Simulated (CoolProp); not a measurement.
Computed with CoolProp (reference Helmholtz-energy equation of state, Thol 2019).

Task: Give the vapour pressure (MPa), liquid density (kg/m³), vapour density (kg/m³), enthalpy of vaporisation (kJ/kg) of saturated tetradecamethylhexasiloxane (MD4M) at 367.4, 529.5 K.

Result: 
| T (K) | p (MPa) | liquid density (kg/m³) | vapour density (kg/m³) | enthalpy of vaporisation (kJ/kg) |
|---|---|---|---|---|
| 367.4 | 0.000216 | 819 | 0.0326 | 151 |
| 529.5 | 0.0941 | 642 | 11.1 | 98.5 |
